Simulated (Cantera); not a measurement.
Cantera run, input and output.

```python
import numpy as np
import cantera as ct

gas = ct.Solution("gri30.yaml")
gas.TPX = 2075, 13332, {'NO': 1, 'N2': 5.8}
reactor = ct.IdealGasConstPressureReactor(gas, energy="off", clone=False)
net = ct.ReactorNet([reactor])
net.rtol, net.atol = 1e-08, 1e-18
show = ['NO', 'O', 'N2O', 'N2', 'NO2', 'O2']
times = np.geomspace(6e-06, 8, 15)

steps = ct.SolutionArray(gas, extra=["t"])
rows = []
print(f"{'t/s':>10s}{'T/K':>9s}{'P/Pa':>11s}" + "".join(f"{s:>11s}" for s in show))
for t in times:
    while net.time < t:
        t_next = net.step()
        steps.append(gas.state, t=t_next)
    rows.append([np.interp(t, steps.t, y) for y in (steps.T, steps.P, *steps(*show).X.T)])
    print(f"{t:10.3e}{rows[-1][0]:9.1f}{rows[-1][1]:11.4g}" + "".join(f"{x:11.3e}" for x in rows[-1][2:]))
rate = np.gradient(steps.T, steps.t)
print("integrator steps:", len(steps.t))
if steps.T.max() > steps.T[0] + 200:
    print(f"time of steepest temperature rise: {steps.t[rate.argmax()]:.4e} s")
gas.TPX = 2075, 13332, {'NO': 1, 'N2': 5.8}
gas.equilibrate("TP")
print(f"equilibrium (TP): T = {gas.T:.1f} K  " + "  ".join(f"{s} {gas[s].X[0]:.3e}" for s in show))
```

Result:

```
       t/s      T/K       P/Pa         NO          O        N2O         N2        NO2         O2
 6.000e-06   2075.0  1.333e+04  1.471e-01  3.400e-08  3.391e-08  8.529e-01  1.986e-11  4.295e-12
 1.643e-05   2075.0  1.333e+04  1.471e-01  9.328e-08  9.262e-08  8.529e-01  1.472e-10  3.221e-11
 4.499e-05   2075.0  1.333e+04  1.471e-01  2.567e-07  2.517e-07  8.529e-01  1.073e-09  2.428e-10
 1.232e-04   2075.0  1.333e+04  1.471e-01  7.124e-07  6.752e-07  8.529e-01  7.438e-09  1.838e-09
 3.374e-04   2075.0  1.333e+04  1.471e-01  2.025e-06  1.749e-06  8.529e-01  4.599e-08  1.415e-08
 9.239e-04   2075.0  1.333e+04  1.470e-01  6.090e-06  4.134e-06  8.529e-01  2.317e-07  1.145e-07
 2.530e-03   2075.0  1.333e+04  1.470e-01  1.970e-05  7.868e-06  8.529e-01  9.420e-07  1.021e-06
 6.928e-03   2075.0  1.333e+04  1.470e-01  6.181e-05  1.027e-05  8.530e-01  3.134e-06  9.938e-06
 1.897e-02   2075.0  1.333e+04  1.467e-01  1.444e-04  1.023e-05  8.530e-01  7.082e-06  8.828e-05
 5.195e-02   2075.0  1.333e+04  1.458e-01  1.962e-04  9.951e-06  8.535e-01  9.403e-06  4.892e-04
 1.423e-01   2075.0  1.333e+04  1.433e-01  2.277e-04  9.526e-06  8.547e-01  1.097e-05  1.745e-03
 3.896e-01   2075.0  1.333e+04  1.357e-01  3.002e-04  8.380e-06  8.585e-01  1.420e-05  5.521e-03
 1.067e+00   2075.0  1.333e+04  1.125e-01  4.523e-04  5.566e-06  8.700e-01  1.847e-05  1.701e-02
 2.921e+00   2075.0  1.333e+04  5.842e-02  6.848e-04  1.490e-06  8.969e-01  1.495e-05  4.394e-02
 8.000e+00   2075.0  1.333e+04  1.216e-02  8.326e-04  1.719e-07  9.200e-01  3.826e-06  6.700e-02
integrator steps: 820
equilibrium (TP): T = 2075.0 K  NO 5.867e-03  O 8.504e-04  N2O 1.297e-07  N2 9.231e-01  NO2 1.889e-06  O2 7.014e-02
```

Computed with Cantera and GRI-Mech 3.0 (53 species, 325 reactions).
